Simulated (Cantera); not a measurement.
Standard-state values (1 bar) from the NASA 1993 polynomials, evaluated with Cantera. Values are per mole of reaction as written; species without (g) are pure solids or liquids, kept so even where they would boil at 1 bar.

0.8 Ta + O2(g) = 0.4 Ta2O5

```
T (K)  ΔH° (kJ)  ΔS° (J/K)  ΔG° (kJ)  log10 K
-----  --------  ---------  --------  -------
300      -818.4     -181.0    -764.1   133.04
1098        [?]        [?]       [?]      [?]
1173     -807.2     -165.2    -613.3    27.31
1248     -805.9     -164.2    -601.0    25.15
1323     -804.7     -163.2    -588.7    23.24
1398     -803.4     -162.3    -576.5    21.54
1473     -802.1     -161.4    -564.3    20.01
1548        [?]        [?]       [?]      [?]
```

**Question.** Complete the blanks.

**Answer.** 
- 1098, ΔH° (kJ): -808.4
- 1098, ΔS° (J/K): -166.3
- 1098, ΔG° (kJ): -625.8
- 1098, log10 K: 29.77
- 1548, ΔH° (kJ): -800.9
- 1548, ΔS° (J/K): -160.6
- 1548, ΔG° (kJ): -552.3
- 1548, log10 K: 18.64
